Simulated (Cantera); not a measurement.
An isothermal, constant-pressure homogeneous reactor starts with H₂ : O₂ = 0.13 : 1 (molar parts), equivalence ratio 0.065, at 1325 K and 0.00128 atm.

Model: the H2/O2 subset of GRI-Mech 3.0, which has no nitrogen chemistry, integrated in Cantera. Radical loss at walls, strong at low pressure, is not modelled. The temperature is held fixed by assumption; the heat of reaction is taken as removed at once.

x: mole fraction; the columns are a selection and need not sum to one.

```tsv
t (s)	x H₂	x O₂	x HO₂	x OH	x H₂O
7.00e-5	0.115	0.885	5.42e-9	5.70e-10	5.68e-11
0.000337	0.115	0.885	___	___	___
0.00162	0.115	0.885	___	___	___
0.00778	0.0982	0.874	2.72e-7	0.00438	0.0119
0.0374	0.00372	0.801	4.41e-7	0.00971	0.0933
0.180	0.00359	0.805	4.42e-7	0.00955	0.0948
0.865	0.00298	0.820	4.41e-7	0.00878	0.101
4.16	0.00121	0.856	3.68e-7	0.00571	0.114
20.0	0.000107	0.876	1.11e-7	0.00172	0.121
```

Q: Some entries are withheld; supply them.

A: 
- 0.000337, x HO₂: 2.60e-8
- 0.000337, x OH: 9.17e-9
- 0.000337, x H₂O: 4.70e-9
- 0.00162, x HO₂: 1.25e-7
- 0.00162, x OH: 2.13e-7
- 0.00162, x H₂O: 4.17e-7
